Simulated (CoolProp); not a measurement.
Vapour-liquid equilibrium of R227EA (1) + isobutene (2) at -44.05 °C; x and y are mole fractions of (1).

The numbers come from the multi-fluid Helmholtz-energy mixture model, Lemmon 2016 and Lemmon 2005; pair parameters Bell 2016 in CoolProp.

```tsv
x	bubble pressure, mixture model (MPa)	bubble pressure, Raoult's law (MPa)	y, mixture model	y, Raoult's law
0.05	0.02271	0.01843	0.239	0.070
0.15	0.02786	0.01919	0.423	0.200
0.25	0.03008	0.01995	0.493	0.321
0.35	0.03106	0.02071	0.530	0.433
0.45	0.03152	0.02147	0.555	0.538
0.55	0.03173	0.02223	0.580	0.635
0.65	0.03170	0.02299	0.613	0.725
0.75	0.03124	0.02375	0.664	0.810
0.85	0.03000	0.02451	0.747	0.890
0.95	0.02752	0.02527	0.889	0.964
```

The largest gap from Raoult's law is +50.8 % in bubble pressure, at x = 0.25. y crosses x between x = 0.55 and 0.65: the model has an azeotrope there.

Pair parameters are fitted to limited data, so mixtures are less certain than the pure fluids. With so large a gap from Raoult's law the liquid may split in two, which this calculation doesn't test in full.
